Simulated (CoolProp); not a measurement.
Vapour-liquid equilibrium of cyclohexane (1) + o-xylene (2) at 0.965 bar; x and y are mole fractions of (1).

Values from CoolProp's multi-fluid Helmholtz-energy mixture model, Zhou 2014 and Zhou 2012; pair parameters Bell 2016.

Give the bubble temperature and the first vapour's composition at x = 0.425, 0.575, 0.875. Is there an azeotrope?

x = 0.425: 98.1 °C, y = 0.835; x = 0.575: 91.7 °C, y = 0.896; x = 0.875: 82.4 °C, y = 0.972. No azeotrope shows between x = 0.05 and 0.95.

The pair parameters rest on a limited set of measurements; away from them the model extrapolates.
